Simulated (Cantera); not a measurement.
Cantera run:

```python
import numpy as np
import cantera as ct

gas_names = """
    CL CL2 N N2 Si SiCL SiCL2 SiCL3 SiCL4 SiN Si2 Si2N Si3
""".split()
cond_names = """
    Si(cr) Si(L) Si3N4(a)
""".split()


# ... load() reads the species with a 1 bar reference pressure and builds the phases ...
atoms = {
    'Si3N4': {'Si': 3, 'N': 4},
    'Cl2': {'CL': 2},
}
top_T = {'Si3N4(a)': 2400}  # K; cautious upper limits of use, not melting points


# ... equilibrate(T, P, feed) seeds the gas with the atoms and calls Mixture.equilibrate('TP', solver="vcs", rtol=1e-11, max_steps=5000) ...
results = []
feed = {'Si3N4': 1, 'Cl2': 0.97}  # mol
for P in [1, 6.8, 46, 320, 2200, 15000, 100000]:
    for T in [1148, 1248, 1348, 1448, 1548, 1648, 1748, 1848, 1948, 2048]:
        mix = equilibrate(T, P, feed)
        results.append((T, P, feed, dict(zip(mix.species_names, mix.species_moles))))

for T, P, feed, n in results:
    print(f"{T:7g} {P:10.4g}  " + (" + ".join(c for c in cond_names if n.get(c, 0) > 1e-12) or "gas only"))
```

Result:

```
   1148          1  Si3N4(a)
   1248          1  Si3N4(a)
   1348          1  Si3N4(a)
   1448          1  Si(cr)
   1548          1  Si(cr)
   1648          1  Si(cr)
   1748          1  Si(L)
   1848          1  gas only
   1948          1  gas only
   2048          1  gas only
   1148        6.8  Si3N4(a)
   1248        6.8  Si3N4(a)
   1348        6.8  Si3N4(a)
   1448        6.8  Si3N4(a)
   1548        6.8  Si(cr)
   1648        6.8  Si(cr)
   1748        6.8  Si(L)
   1848        6.8  Si(L)
   1948        6.8  Si(L)
   2048        6.8  gas only
   1148         46  Si3N4(a)
   1248         46  Si3N4(a)
   1348         46  Si3N4(a)
   1448         46  Si3N4(a)
   1548         46  Si3N4(a)
   1648         46  Si(cr)
   1748         46  Si(L)
   1848         46  Si(L)
   1948         46  Si(L)
   2048         46  Si(L)
   1148        320  Si3N4(a)
   1248        320  Si3N4(a)
   1348        320  Si3N4(a)
   1448        320  Si3N4(a)
   1548        320  Si3N4(a)
   1648        320  Si3N4(a)
   1748        320  Si(L)
   1848        320  Si(L)
   1948        320  Si(L)
   2048        320  Si(L)
   1148       2200  Si3N4(a)
   1248       2200  Si3N4(a)
   1348       2200  Si3N4(a)
   1448       2200  Si3N4(a)
   1548       2200  Si3N4(a)
   1648       2200  Si3N4(a)
   1748       2200  Si3N4(a)
   1848       2200  Si(L)
   1948       2200  Si(L)
   2048       2200  Si(L)
   1148    1.5e+04  Si3N4(a)
   1248    1.5e+04  Si3N4(a)
   1348    1.5e+04  Si3N4(a)
   1448    1.5e+04  Si3N4(a)
   1548    1.5e+04  Si3N4(a)
   1648    1.5e+04  Si3N4(a)
   1748    1.5e+04  Si3N4(a)
   1848    1.5e+04  Si3N4(a)
   1948    1.5e+04  Si(L) + Si3N4(a)
   2048    1.5e+04  Si(L)
   1148      1e+05  Si3N4(a)
   1248      1e+05  Si3N4(a)
   1348      1e+05  Si3N4(a)
   1448      1e+05  Si3N4(a)
   1548      1e+05  Si3N4(a)
   1648      1e+05  Si3N4(a)
   1748      1e+05  Si3N4(a)
   1848      1e+05  Si3N4(a)
   1948      1e+05  Si3N4(a)
   2048      1e+05  Si3N4(a)
```

These are equilibrium values from Cantera (NASA tables, ideal gas, pure condensed phases), not measurements of a reactor. Mutual solubility and eutectic melting of coexisting phases are not modelled. The tables' values for SiCl3 are old estimates.
